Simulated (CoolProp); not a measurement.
Ethylene along the isotherm 163.1 K: fugacity coefficient from the reference equation and from simpler models built on Tc = 282.4 K, pc = 50.42 bar, ω = 0.087; each cubic takes its own stable root.

Computed with CoolProp (reference Helmholtz-energy equation of state, Smukala 2000).

| p (bar) | phase | reference | van der Waals | Redlich-Kwong | Peng-Robinson |
|---|---|---|---|---|---|
| 0.797 | liquid | 0.8436 | 0.9834 | 0.8420 | 0.8633 |
| 1.24 | liquid | 0.5431 | 0.9742 | 0.5421 | 0.5557 |
| 1.93 | liquid | 0.3498 | 0.9599 | 0.3492 | 0.3578 |
| 3.01 | liquid | 0.2251 | 0.9374 | 0.2248 | 0.2303 |
| 4.69 | liquid | 0.1454 | 0.6975 | 0.1452 | 0.1486 |
| 7.3 | liquid | 0.09427 | 0.4546 | 0.09418 | 0.09629 |
| 11.4 | liquid | 0.06126 | 0.2977 | 0.06123 | 0.06250 |
| 17.7 | liquid | 0.04036 | 0.1984 | 0.04037 | 0.04109 |
| 27.5 | liquid | 0.02690 | 0.1347 | 0.02694 | 0.02731 |
| 42.9 | liquid | 0.01822 | 0.09387 | 0.01828 | 0.01842 |
| 66.8 | liquid | 0.01274 | 0.06855 | 0.01282 | 0.01279 |
| 104 | liquid | 0.009334 | 0.05367 | 0.009435 | 0.009268 |
| 162 | liquid | 0.007349 | 0.04673 | 0.007476 | 0.007175 |
| 252 | liquid | 0.006464 | 0.04781 | 0.006639 | 0.006150 |

At some of these states van der Waals gives the other phase, because its saturation line lies elsewhere.
